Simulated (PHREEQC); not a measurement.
Consider water at 35 °C with 0.007 mol MgSO4 and 0.00067 mol K2SO4 per kg of water. Closed to the air; pH follows from the charge balance.

Equilibrium calculation in PHREEQC: ion-association model, wateq4f.dat.

No solid was allowed to form.

Question: Order these S species by the share of S that they hold, largest first: MgSO4, SO4-2, KSO4-.

Answer: SO4-2 (68 %), MgSO4 (32 %), KSO4- (0.42 %)

The ionic strength is 0.0203 mol/kgw.
